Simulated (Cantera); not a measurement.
## Ammonia decomposition in nitride growth gas

An isothermal, constant-pressure homogeneous reactor starts with NH₃ : H₂ = 1 : 3.2 (molar parts), at 2173 K and 0.740 atm.

Detailed kinetics in Cantera: the gas-phase N/H chemistry of the illustrative SiF4/NH3 mechanism in the Surface Chemkin manual (1991). Walls and surfaces, which speed up NH3 decomposition in real reactors, are not modelled.

```tsv
t (s)	x NH₃	x H₂	x N₂H₂	x H	x N₂
0.000300	0.232	0.764	2.47e-6	0.00107	0.00203
0.000739	0.221	0.770	2.34e-6	0.00109	0.00628
0.00182	0.198	0.784	2.05e-6	0.00115	0.0158
0.00448	0.151	0.812	1.50e-6	0.00130	0.0346
0.0110	0.0816	0.853	7.37e-7	0.00168	0.0629
0.0272	0.0196	0.889	1.50e-7	0.00278	0.0880
0.0669	0.00129	0.898	3.41e-9	0.00511	0.0954
0.165	0.000245	0.899	1.37e-10	0.00531	0.0958
0.406	8.07e-5	0.899	1.53e-11	0.00532	0.0959
1.00	3.05e-5	0.899	2.62e-12	0.00532	0.0959
```
x: mole fraction; the columns are a selection and need not sum to one.

Equilibrium at this temperature and pressure: NH₃ 3.05e-6, H₂ 0.899, N₂H₂ <1e-12, H 0.00532, N₂ 0.0959 (gas phase only).
